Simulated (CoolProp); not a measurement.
Carbonyl sulfide at 604 K and 0.443 MPa is throttled through a valve to 0.0591 MPa with no heat exchange. Each further row changes one setting.

Model: reference Helmholtz-energy equation of state, Lemmon 2006, in CoolProp. It is a short technical equation, of lower accuracy than the large ones.

```
case                        temperature change (K)  final density (kg/m³)
--------------------------  ----------------------  ---------------------
as stated                                     -1.6                  0.709
outlet pressure 0.0177 MPa                     ___                    ___
outlet pressure 0.0768 MPa                    -1.5                    ___
```

Task: Complete the blanks.

Result: 
- outlet pressure 0.0177 MPa, temperature change (K): -1.8
- outlet pressure 0.0177 MPa, final density (kg/m³): 0.212
- outlet pressure 0.0768 MPa, final density (kg/m³): 0.922
